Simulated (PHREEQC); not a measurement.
Make-up at 25 °C: 0.07 mol/kgw HBr and 4.6e-05 mol/kgw MnSO4. Closed to the air; pH follows from the charge balance.

Equilibrium calculation in PHREEQC: ion-association model, phreeqc.dat.

Precipitation was switched off in this run.

Problem. Estimate the pH.

Solution. pH 1.23.

Problem. In which forms is S present?

Solution. HSO4- 75 %, SO4-2 25 % of the S.
